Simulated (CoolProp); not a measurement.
Computed with CoolProp (reference Helmholtz-energy equation of state, Gedanitz 2015).

**Question.** Give the vapour pressure (MPa), liquid density (kg/m³), liquid cp (kJ/(kg K)), vapour Z of saturated cyclopentane at 346 K.

**Answer.** 
```csv
T (K),p (MPa),liquid density (kg/m³),liquid cp (kJ/(kg K)),vapour Z
346,0.207,691,2.06,0.941
```
